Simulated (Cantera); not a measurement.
A Cantera script and what it prints.

```python
import numpy as np
import cantera as ct

gas_names = """
    C CO COS CO2 CS CS2 C2 C2O C3 C3O2 C4 C5 Fe FeC5O5 FeO O O2 O3 S SO SO2 SO3 S2 S2O S8
""".split()
cond_names = """
    C(gr) Fe(a) Fe(c) Fe(d) Fe(L) FeC5O5(L) FeO(s) FeO(L) FeS(a) FeS(b) FeS(c) FeS(L) FeSO4(s) FeS2(s)
    Fe2O3(s) Fe2S3O12(s) Fe3O4(s) S(cr1) S(cr2) S(L)
""".split()


# ... load() reads the species with a 1 bar reference pressure and builds the phases ...
atoms = {
    'FeS2': {'Fe': 1, 'S': 2},
    'SO3': {'S': 1, 'O': 3},
    'CO2': {'C': 1, 'O': 2},
}
top_T = {'C(gr)': 4500, 'FeSO4(s)': 950, 'FeS2(s)': 1010, 'Fe2O3(s)': 1830, 'Fe2S3O12(s)': 1100, 'Fe3O4(s)': 1870}  # K; cautious upper limits of use, not melting points


# ... equilibrate(T, P, feed) seeds the gas with the atoms and calls Mixture.equilibrate('TP', solver="vcs", rtol=1e-11, max_steps=5000) ...
results = []
feed = {'FeS2': 1, 'SO3': 2.2, 'CO2': 0.061}  # mol
P = 140000  # Pa
for T in [948, 1023, 1098, 1173, 1248, 1323, 1398, 1473, 1548]:
    mix = equilibrate(T, P, feed)
    results.append((T, P, feed, dict(zip(mix.species_names, mix.species_moles))))

top = {s: max(r[3][s] / sum(r[3][g] for g in gas_names) for r in results) for s in gas_names}
cols = sorted((s for s in top if top[s] > 0.001), key=lambda s: -top[s])[:9]
seen = [c for c in cond_names if any(r[3].get(c, 0) > 1e-12 for r in results)]
print("log10 of partial pressures in bar; condensed amounts in mol")
print(f"{'T/K':>10s}" + "".join(f"{s[:9]:>10s}" for s in cols + seen))
for T, P, feed, n in results:
    ng = sum(n[g] for g in gas_names)
    print(f"{T:10.4g}" + "".join(f"{np.log10(max(n[s] / ng * P / 1e5, 1e-99)):10.3f}" for s in cols)
          + "".join(f"{n.get(c, 0):10.4g}" for c in seen))
```

It prints:

```
log10 of partial pressures in bar; condensed amounts in mol
       T/K       SO2        S2       CO2       S2O        SO        CO    FeO(s)    FeS(c)    FeS(L)  Fe3O4(s)
       948     0.129    -1.620    -1.592    -2.374    -4.870    -5.032         0    0.8625         0   0.04585
      1023     0.125    -1.464    -1.593    -2.274    -4.341    -4.581         0    0.8302         0   0.05659
      1098     0.121    -1.329    -1.594    -2.189    -3.886    -4.192         0    0.7916         0   0.06947
      1173     0.116    -1.212    -1.596    -2.115    -3.490    -3.855         0     0.747         0   0.08435
      1248     0.110    -1.111    -1.600    -2.052    -3.142    -3.560         0     0.697         0     0.101
      1323     0.103    -1.022    -1.605    -1.999    -2.835    -3.301         0    0.6428         0    0.1191
      1398     0.096    -0.946    -1.613    -1.953    -2.562    -3.073         0    0.5854         0    0.1382
      1473     0.088    -0.871    -1.631    -1.908    -2.317    -2.878    0.5433         0    0.4567         0
      1548     0.077    -0.799    -1.647    -1.866    -2.096    -2.699    0.6338         0    0.3662         0
```

Equilibrium computed with Cantera from the NASA thermochemical tables; the gas is ideal and each condensed phase is pure. Metal and sulfide melt together well below either melting point, which pure phases cannot show. Mutual solubility and eutectic melting of coexisting phases are not modelled. The tables' stoichiometric FeO is somewhat more stable than real wüstite, so its field is too wide. FeO, FeS: taken at fixed stoichiometry. Gases not in the tables: S3 to S7.
